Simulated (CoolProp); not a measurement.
R152A along the isobar 21600 kPa: Z from the reference equation and from simpler models built on Tc = 386.4 K, pc = 4517 kPa, ω = 0.275; each cubic takes its own stable root.

Values from CoolProp's reference Helmholtz-energy equation of state, Outcalt 1996. It is a modified Benedict-Webb-Rubin equation, recast in Helmholtz form.

```
T (K)   phase  reference
-----  ------  ---------
324.3  liquid     0.5828
329.1  liquid     0.5804
333.9  liquid     0.5782
338.7  liquid     0.5762
343.5  liquid     0.5746
348.3  liquid     0.5732
353.1  liquid     0.5720
357.9  liquid     0.5711
362.6  liquid     0.5705
367.4  liquid     0.5702
372.2  liquid     0.5701
377    liquid     0.5704
```

How far does each simpler model (Redlich-Kwong, Peng-Robinson) lie from the reference over these 12 states: mean and median of the absolute difference, and the worst?


- Redlich-Kwong: mean 20.3 %, median 20.4 %, worst +20.8 % at 324.3 K and 21600 kPa
- Peng-Robinson: mean 5.9 %, median 5.8 %, worst +6.7 % at 377 K and 21600 kPa
